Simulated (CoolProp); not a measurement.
Saturated liquid density (kg/m³) of CF4 (R14): the reference equation beside estimates from Tc = 227.4 K, pc = 37.62 bar, ω = 0.178. Rackett uses Z = 0.29056 − 0.08775 ω.

Computed with CoolProp (reference Helmholtz-energy equation of state, Platzer 1990). This equation is an older, rougher fit; its heat capacities, sound speeds and derivatives of the liquid may be far off and weren't checked against measurements.

```
T (K)  reference  Rackett  Soave-Redlich-Kwong
-----  ---------  -------  -------------------
160         1521        …                 1481
163.7          …     1563                 1457
167.3       1478     1540                 1432
171         1455        …                 1405
174.7       1432     1491                 1376
178.4       1407        …                 1347
182         1383     1439                 1317
185.7       1357     1411                 1284
189.4       1330        …                    …
```

**Question.** What belongs in the gaps?

**Answer.** 
- 160, Rackett: 1586
- 163.7, reference: 1499
- 171, Rackett: 1516
- 178.4, Rackett: 1465
- 189.4, Rackett: 1382
- 189.4, Soave-Redlich-Kwong: 1250

Absolute difference from the reference over all 9 rows, mean and median: Rackett 4.1 and 4.1 %, Soave-Redlich-Kwong 4.0 and 3.9 %.
